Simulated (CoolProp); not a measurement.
Vapour-liquid equilibrium of R143a (1) + isobutane (2) at 37.55 °C; x and y are mole fractions of (1).

Computed with CoolProp (multi-fluid Helmholtz-energy mixture model, Lemmon and Jacobsen 2000 and Bücker 2006; pair parameters Bell 2016).

```
x      bubble pressure, mixture model (kPa)  bubble pressure, Raoult's law (kPa)  y, mixture model  y, Raoult's law
-----  ------------------------------------  -----------------------------------  ----------------  ---------------
0.05                                      …                                559.3                 …            0.154
0.125                                     …                                651.5             0.431            0.331
0.2                                    1011                                743.7             0.530            0.464
0.275                                     …                                835.9             0.593            0.568
0.35                                      …                                928.1             0.640            0.651
0.425                                  1315                                 1020                 …            0.719
0.5                                    1388                                 1113             0.712            0.776
0.575                                     …                                 1205             0.745            0.824
0.65                                   1517                                 1297             0.779            0.866
0.725                                  1575                                 1389             0.815            0.901
0.8                                    1627                                 1481             0.856            0.933
0.875                                  1674                                 1574                 …            0.960
0.95                                   1710                                 1666             0.958            0.985
```

Q: Complete the blanks.

A: 
- 0.05, bubble pressure, mixture model (kPa): 660.9
- 0.05, y, mixture model: 0.249
- 0.125, bubble pressure, mixture model (kPa): 858.1
- 0.275, bubble pressure, mixture model (kPa): 1132
- 0.35, bubble pressure, mixture model (kPa): 1231
- 0.425, y, mixture model: 0.678
- 0.575, bubble pressure, mixture model (kPa): 1455
- 0.875, y, mixture model: 0.903

The largest gap from Raoult's law is +35.9 % in bubble pressure, at x = 0.2. No azeotrope shows between x = 0.05 and 0.95.

The pair parameters rest on a limited set of measurements; away from them the model extrapolates.
